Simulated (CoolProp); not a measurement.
Chloromethane (R40) along the isotherm 443.8 K: fugacity coefficient from the reference equation and from simpler models built on Tc = 418.6 K, pc = 69.29 bar, ω = 0.150; each cubic takes its own stable root.

Values from CoolProp's reference Helmholtz-energy equation of state, Thol 2014.

```csv
p (bar),phase,reference
69.3,supercritical,0.7157
139,supercritical,0.4769
208,supercritical,0.3725
277,supercritical,0.3222
346,supercritical,0.2948
416,supercritical,0.2792
485,supercritical,0.2712
554,supercritical,0.2681
624,supercritical,0.2685
693,supercritical,0.2716
```

**Question.** How far does each simpler model (van der Waals, Redlich-Kwong, Soave-Redlich-Kwong, Peng-Robinson) lie from the reference over these 10 states: mean and median of the absolute difference, and the worst?

**Answer.** 
- van der Waals: mean 26.3 %, median 25.6 %, worst +52.5 % at 443.8 K and 693 bar
- Redlich-Kwong: mean 7.8 %, median 8.5 %, worst +12.2 % at 443.8 K and 693 bar
- Soave-Redlich-Kwong: mean 10.6 %, median 11.6 %, worst +15.7 % at 443.8 K and 693 bar
- Peng-Robinson: mean 0.7 %, median 0.5 %, worst -1.8 % at 443.8 K and 693 bar
